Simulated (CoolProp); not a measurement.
CHF3 (R23) along the isobar 26.5 MPa: density (kg/m³) from the reference equation and from simpler models built on Tc = 299.3 K, pc = 4.832 MPa, ω = 0.263; each cubic takes its own stable root.

Model: reference Helmholtz-energy equation of state, Penoncello 2003, in CoolProp.

```json
[
 {"T (K)": "284.6", "phase": "liquid", "reference": "1185", "van der Waals": "781.5", "Redlich-Kwong": "1022", "Soave-Redlich-Kwong": "1030", "Peng-Robinson": "1150"},
 {"T (K)": "291.1", "phase": "liquid", "reference": "1160", "van der Waals": "773.1", "Redlich-Kwong": "1003", "Soave-Redlich-Kwong": "1007", "Peng-Robinson": "1123"},
 {"T (K)": "297.6", "phase": "liquid", "reference": "1136", "van der Waals": "764.5", "Redlich-Kwong": "983.5", "Soave-Redlich-Kwong": "984.5", "Peng-Robinson": "1097"},
 {"T (K)": "304.1", "phase": "supercritical", "reference": "1110", "van der Waals": "755.9", "Redlich-Kwong": "964.3", "Soave-Redlich-Kwong": "961.4", "Peng-Robinson": "1069"},
 {"T (K)": "310.6", "phase": "supercritical", "reference": "1085", "van der Waals": "747.3", "Redlich-Kwong": "945.1", "Soave-Redlich-Kwong": "938.0", "Peng-Robinson": "1041"},
 {"T (K)": "317", "phase": "supercritical", "reference": "1059", "van der Waals": "738.7", "Redlich-Kwong": "926.0", "Soave-Redlich-Kwong": "914.8", "Peng-Robinson": "1014"},
 {"T (K)": "323.5", "phase": "supercritical", "reference": "1033", "van der Waals": "729.9", "Redlich-Kwong": "906.7", "Soave-Redlich-Kwong": "891.0", "Peng-Robinson": "985.5"},
 {"T (K)": "330", "phase": "supercritical", "reference": "1007", "van der Waals": "721.0", "Redlich-Kwong": "887.3", "Soave-Redlich-Kwong": "867.1", "Peng-Robinson": "957.1"},
 {"T (K)": "336.5", "phase": "supercritical", "reference": "980.0", "van der Waals": "712.1", "Redlich-Kwong": "868.0", "Soave-Redlich-Kwong": "843.2", "Peng-Robinson": "928.7"},
 {"T (K)": "343", "phase": "supercritical", "reference": "953.2", "van der Waals": "703.2", "Redlich-Kwong": "848.7", "Soave-Redlich-Kwong": "819.4", "Peng-Robinson": "900.4"},
 {"T (K)": "349.5", "phase": "supercritical", "reference": "926.5", "van der Waals": "694.2", "Redlich-Kwong": "829.6", "Soave-Redlich-Kwong": "795.8", "Peng-Robinson": "872.5"},
 {"T (K)": "356", "phase": "supercritical", "reference": "899.8", "van der Waals": "685.1", "Redlich-Kwong": "810.6", "Soave-Redlich-Kwong": "772.6", "Peng-Robinson": "845.1"},
 {"T (K)": "362.5", "phase": "supercritical", "reference": "873.3", "van der Waals": "676.0", "Redlich-Kwong": "791.9", "Soave-Redlich-Kwong": "749.7", "Peng-Robinson": "818.2"},
 {"T (K)": "369", "phase": "supercritical", "reference": "847.1", "van der Waals": "666.9", "Redlich-Kwong": "773.3", "Soave-Redlich-Kwong": "727.4", "Peng-Robinson": "792.1"},
 {"T (K)": "375.5", "phase": "supercritical", "reference": "821.3", "van der Waals": "657.8", "Redlich-Kwong": "755.1", "Soave-Redlich-Kwong": "705.7", "Peng-Robinson": "766.8"}
]
```
